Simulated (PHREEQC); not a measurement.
Dissolve 0.051 mol/kgw BaCl2, 0.002 mol/kgw NaF and 0.036 mol/kgw NaCl at 25 °C. Closed to the air; pH follows from the charge balance.

Computed with PHREEQC (ion-association model, wateq4f.dat).

```
quantity              before    after
-------------------  -------  -------
pH                      7.17     7.17
NaF (mol/kgw)        2.19e-5  4.06e-5
HF (mol/kgw)         1.35e-7  1.33e-7
BaOH+ (mol/kgw)      1.05e-8  9.83e-9
SI of BaF2 (BaF2)      -1.76    -1.81
SI of Halite (NaCl)    -4.14    -3.76
```

Q: What was changed between the two runs?
A) NaCl from 0.036 to 0.072 mol/kgw
B) diluted 2-fold with water
C) NaCl from 0.036 to 0.36 mol/kgw
D) diluted 100-fold with water
E) NaCl from 0.036 to 0.018 mol/kgw

A: A, NaCl from 0.036 to 0.072 mol/kgw

Precipitation was switched off in this run.
